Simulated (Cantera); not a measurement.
**Pb + N₂ + O₂ (iron carbonyl, mercury and lead vapours)**

Input: 1 mol Pb, 0.11 mol N₂, 1.1 mol O₂.

Cantera equilibrium calculation (NASA polynomials, part measured and part estimated; ideal gas, pure solids and liquids). Candidate condensed phases: Pb, PbO, PbO₂, Pb₃O₄; 12 gas species. Kinetics and transport are ignored.

Stable condensed phases:

```
T in °C \ P in Pa
              10      68     460    3200   22000  150000 1000000
   1177        A       A       A       B       B       B       B
   1077        A       A       B       B       B       B       B
    977        A       B       B       B       B       B       B
    877        B       B       B       B       B       B       B
    777        B       B       B       B       B       B       B
    677        B       B       B       B       B       B       B
    577        B       B       B       B       B       B       B
    477        B       B       B       B       B       B       C
    377        B       B       B       B       B       C       C
    277        B       B       B       C       C       C       D
    177        C       C       C       E       D       D       D
```

A: gas only; B: PbO; C: Pb₃O₄; D: PbO₂; E: PbO₂ + Pb₃O₄.
